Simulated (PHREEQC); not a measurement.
Dissolve 1.6e-05 mol HF, 0.0014 mol NH4HF2, 5e-09 mol H4SiO4 and 3.2e-06 mol H2SO4 per kg of water at 11 °C. Closed to the air; pH follows from the charge balance.

Equilibrium calculation in PHREEQC: ion-association model, wateq4f.dat.

**Question.** The ionic strength comes out as 0.00187 mol/kgw. What activity coefficients do F-, NH4+, HF2-, SO4-2, H+ get?

**Answer.** F- 0.95, NH4+ 0.95, HF2- 0.95, SO4-2 0.83, H+ 0.96.

This is a speciation only: nothing precipitates in the calculation. At this temperature some constants are extrapolated from 25 °C, and those without enthalpy data are left unchanged. SiF6-2 is the database's only silicon fluoride.
